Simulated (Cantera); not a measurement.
Input: 1 mol Fe2O3, 4.2 mol CH4, 1 mol N2, equilibrated at 1325 °C and 42.0 Pa.

These are equilibrium values from Cantera (NASA tables, ideal gas, pure condensed phases), not measurements of a reactor. Candidate condensed phases: C, C6H6, C7H8, C8H18, Fe, Fe(CO)5, FeO, Fe(OH)2, Fe(OH)3, Fe2O3, Fe3O4, H2O; 140 gas species. Iron dissolves carbon and melts from about 1420 K in contact with it, which pure phases cannot show. Condensed phases not in the tables: cementite and carbon dissolved in iron. Equilibrium is a limit: real reactors are often held back by kinetics, nucleation or transport.

Base state: H2 0.674, CO 0.241, N2 0.0801, Fe 0.00252, H 0.00213, HCN 0.000470, C2H2 (acetylene) 1.81e-5, HNC 1.07e-5 (mole fractions); condensed: C(graphite) + Fe(γ).

Question: What changes in the equilibrium state with this change: Fe2O3 replaced by Fe3O4?

Answer: 
```json
[
 {"species": "H2", "before": "0.674", "after": "0.623"},
 {"species": "CO", "before": "0.241", "after": "0.297"},
 {"species": "N2", "before": "0.0801", "after": "0.0741"},
 {"species": "Fe", "before": "0.00252", "after": "0.00252"},
 {"species": "C2H2 (acetylene)", "before": "1.81e-5", "after": "1.68e-5"},
 {"species": "HNC", "before": "1.07e-5", "after": "9.89e-6"},
 {"species": "C(graphite), mol", "before": "1.19", "after": "0.194"},
 {"species": "Fe(γ), mol", "before": "1.97", "after": "2.97"}
]
```
